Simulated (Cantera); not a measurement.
# Aluminium nitride and oxide growth: Al(CH3)3 + NH3 + H2 + N2

Input: 1 mol Al(CH3)3, 0.29 mol NH3, 410 mol H2, 1.2 mol N2, equilibrated at 130 Pa.

Cantera equilibrium calculation (NASA polynomials, part measured and part estimated; ideal gas, pure solids and liquids). Candidate condensed phases: Al, AlN, C, C6H6, C7H8, C8H18; 97 gas species. The feed counts by its element totals alone. Kinetics and transport are ignored.

From 748 K to 1648 K the condensed part is AlN(s) + C(graphite). From 1798 K to 1948 K the condensed part is C(graphite).

```csv
T (K),log p H2,log p H,log p CH4,log p N2,log p Al,log p HCN,log p C2H2 (acetylene),n AlN(s),n C(graphite)
748,-2.89,-13.99,-5.26,-5.58,<-14,-11.87,<-14,1.00,1.24
898,-2.89,-11.40,-6.27,-5.58,<-14,-10.31,-13.17,1.00,2.83
1048,-2.89,-9.56,-7.01,-5.58,<-14,-9.20,-11.29,1.00,2.97
1198,-2.89,-8.16,-7.57,-5.58,-13.03,-8.37,-9.89,1.00,2.99
1348,-2.89,-7.08,-8.01,-5.58,-9.92,-7.73,-8.81,1.000,2.99
1498,-2.89,-6.21,-8.36,-5.58,-7.45,-7.22,-7.94,0.988,2.97
1648,-2.89,-5.50,-8.65,-5.39,-5.52,-6.70,-7.24,0.0136,2.90
1798,-2.89,-4.90,-8.90,-5.40,-5.52,-6.36,-6.66,0,2.71
1948,-2.90,-4.40,-9.12,-5.43,-5.52,-6.09,-6.17,0,2.28
```
log p: log10 of the partial pressure in bar; n: condensed amount in mol.
